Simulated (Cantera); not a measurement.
# C₂F₆ + HCl + H₂ + F₂ (fluorocarbon and chlorocarbon gases)

Charge: 1 mol C₂F₆, 0.17 mol HCl, 0.57 mol H₂, 0.026 mol F₂, equilibrated at 2823.15 K and 2.50e-5 bar.

Equilibrium computed with Cantera from the NASA thermochemical tables; the gas is ideal and each condensed phase is pure. Candidate condensed phases: C, C₆H₆, C₇H₈, C₈H₁₈; 118 gas species. The feed counts by its element totals alone. Equilibrium is a limit: real reactors are often held back by kinetics, nucleation or transport.

```
Item                                       Result
--------------------------------------  ---------
x(F)                                        0.665
x(H)                                        0.107
x(C)                                       0.0940
x(HF)                                      0.0512
x(C₃)                                      0.0358
x(Cl)                                      0.0205
x(CF)                                      0.0144
x(C₂)                                      0.0126
x(CF₂)                                    4.66e-5
gas amount                              8.288 mol
log10 activity of C(graphite) (absent)      -0.56
```
